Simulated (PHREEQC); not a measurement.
Make-up at 69 °C: 0.0083 mol NH4HF2, 3.4e-05 mol (NH4)2SiF6, 0.091 mol H3PO4 and 0.00011 mol H2SO4 per kg of water. Closed to the air; pH follows from the charge balance.

Computed with PHREEQC (ion-association model, phreeqc.dat).

Task: The ionic strength comes out as 0.0246 mol/kgw. What activity coefficients do HSO4-, SiF6-2, NH4SO4-, H2PO4-, F- get?

Result: HSO4- 0.85, SiF6-2 0.53, NH4SO4- 0.85, H2PO4- 0.86, F- 0.84.

Precipitation was switched off in this run. Constants without temperature data keep their 25 °C values here. SiF6-2 is the database's only silicon fluoride.
